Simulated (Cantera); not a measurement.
A closed system holds: 1 mol Ti(NMe₂)₄, 0.53 mol N₂, 2.6 mol H₂, equilibrated at 0.00590 bar.

Equilibrium computed with Cantera from the NASA thermochemical tables; the gas is ideal and each condensed phase is pure. Candidate condensed phases: C, C₆H₆, C₇H₈, C₈H₁₈, Ti, TiC, TiN; 93 gas species. The feed counts by its element totals alone. TiC: taken at fixed stoichiometry. Equilibrium is a limit: real reactors are often held back by kinetics, nucleation or transport.

Problem. At 1525 °C, list the 4 most abundant gas species with their mole fractions, and the condensed phases.

Solution. H₂ 0.847, N₂ 0.146, H 0.00422, HCN 0.00214. Condensed: C(graphite) + TiC(s).
